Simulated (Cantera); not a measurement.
Input (Python, Cantera) and output of one run.

```python
import numpy as np
import cantera as ct

gas_names = """
    CH3 C2H6 CH4 H2
""".split()
cond_names = """

""".split()


def load(file, names, dense=False):
    # The tables refer to 1 bar. Condensed volumes are neglected.
    table = {s.name: s for s in ct.Species.list_from_file(file)}
    out = []
    for n in names:
        d = dict(table[n].input_data)
        d["thermo"] = dict(d["thermo"], **{"reference-pressure": 1e5})
        if dense:
            d["equation-of-state"] = {"model": "constant-volume", "density": "1e6 g/cm^3"}
        out.append(ct.Species.from_dict(d))
    return out


species = {s.name: s for s in load("nasa_gas.yaml", gas_names) + load("nasa_condensed.yaml", cond_names)}
# Each term lists the table entries of one substance; the one whose range holds T is used.
reactions = {
    '2 CH3(g) = C2H6(g)':
        [(-2, ['CH3']), (1, ['C2H6'])],
    '2 CH4(g) = C2H6(g) + H2(g)':
        [(-2, ['CH4']), (1, ['C2H6']), (1, ['H2'])],
}


def pick(names, T):
    return next(species[n] for n in names if species[n].thermo.min_temp <= T <= species[n].thermo.max_temp)


results = []
for label, terms in reactions.items():
    print(label)
    print("     T/K   dH/kJ  dS/(J/K)   dG/kJ   log10 K")
    for T in [723, 823, 923, 1023, 1123]:
        used = [(nu, pick(names, T)) for nu, names in terms]
        dH = sum(nu * s.thermo.h(T) for nu, s in used) / 1e6
        dS = sum(nu * s.thermo.s(T) for nu, s in used) / 1e3
        dG = dH - T * dS / 1e3
        logK = -dG * 1e6 / (ct.gas_constant * T * np.log(10))
        results.append((label, T, dH, dS, dG, logK, [s.name for _, s in used]))
        print(f"{T:8g} {dH:8.1f} {dS:8.1f} {dG:8.1f} {logK:8.2f}")
```

Result:

```
2 CH3(g) = C2H6(g)
     T/K   dH/kJ  dS/(J/K)   dG/kJ   log10 K
     723   -382.8   -171.1   -259.1    18.72
     823   -382.9   -171.2   -242.0    15.36
     923   -382.7   -170.9   -224.9    12.73
    1023   -382.3   -170.5   -207.8    10.61
    1123   -381.7   -170.0   -190.8     8.87
2 CH4(g) = C2H6(g) + H2(g)
     T/K   dH/kJ  dS/(J/K)   dG/kJ   log10 K
     723     70.8     -1.5     71.9    -5.19
     823     71.8     -0.2     72.0    -4.57
     923     72.6      0.8     71.9    -4.07
    1023     73.3      1.4     71.8    -3.67
    1123     73.7      1.8     71.7    -3.33
```

Cantera with NASA thermochemical tables; ideal gases at 1 bar, condensed phases pure. Condensed species are held in their standard states even where they would react or evaporate.
